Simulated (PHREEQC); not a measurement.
## Ultrapure water in contact with air or piping: speciation

Model water analysis in mg/L, 25 °C, pH 6.91, pe 0.3:

```tsv
constituent	mg/L
Na	0.0102
K	4.28e-05
Ca	0.0468
Mg	0.00825
Cl	0.029
S(6) as SO4	0.00612
Alkalinity as HCO3	0.161
Li	2.61e-05
Fe(2)	0.0021
Ba	0.00039
Mn(2)	0.00115
Br	0.00014
```

Cl is adjusted to close the charge balance.
Valence states are taken as typed.

Equilibrium calculation in PHREEQC: ion-association model, wateq4f.dat.

Each row changes one thing in this solution. Precipitation was switched off in this run.

```tsv
case	HCO3- (mol/kgw)	CO2 (mol/kgw)	CO3-2 (mol/kgw)	FeOH+ (mol/kgw)	CaHCO3+ (mol/kgw)	CaSO4 (mol/kgw)	SI of Siderite (FeCO3)	SI of Rhodochrosite (MnCO3)
as made	2.68e-6	7.39e-7	1.03e-9	9.56e-11	3.94e-11	1.45e-11	-5.53	-5.55
pH from 6.91 to 7.41 at the same alkalinity	2.41e-6	2.11e-7	…	…	3.56e-11	1.45e-11	-5.08	-5.09
all concentrations times 3 at the same typed pH	7.95e-6	2.19e-6	3.07e-9	2.85e-10	…	1.28e-10	-4.59	-4.60
pH from 6.91 to 7.21 at the same alkalinity	2.53e-6	3.50e-7	1.94e-9	1.90e-10	…	1.45e-11	-5.26	-5.27
```

Fill in the missing entries.


- pH from 6.91 to 7.41 at the same alkalinity, CO3-2 (mol/kgw): 2.93e-9
- pH from 6.91 to 7.41 at the same alkalinity, FeOH+ (mol/kgw): 3.01e-10
- all concentrations times 3 at the same typed pH, CaHCO3+ (mol/kgw): 3.48e-10
- pH from 6.91 to 7.21 at the same alkalinity, CaHCO3+ (mol/kgw): 3.73e-11
